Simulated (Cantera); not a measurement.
Feed: 1 mol Al, 0.0043 mol O2, 4.5 mol H2, held at 1973 K and 10.0 mbar.

Method: chemical equilibrium by Gibbs-energy minimisation in Cantera with the NASA 1993 tables (ideal gas, pure condensed phases). Candidate condensed phases: Al, Al2O3, H2O; 19 gas species. Equilibrium is a limit: real reactors are often held back by kinetics, nucleation or transport.

Task: What is the equilibrium state?

Result: 
```json
{
 "x(H2)": "0.808",
 "x(Al)": "0.173",
 "x(H)": "0.0121",
 "x(AlH)": "0.00463",
 "x(Al2O)": "0.00156",
 "x(Al2)": "0.000106",
 "gas_amount": "5.511 mol",
 "log10 activity of Al(l) (absent)": "-0.43"
}
```
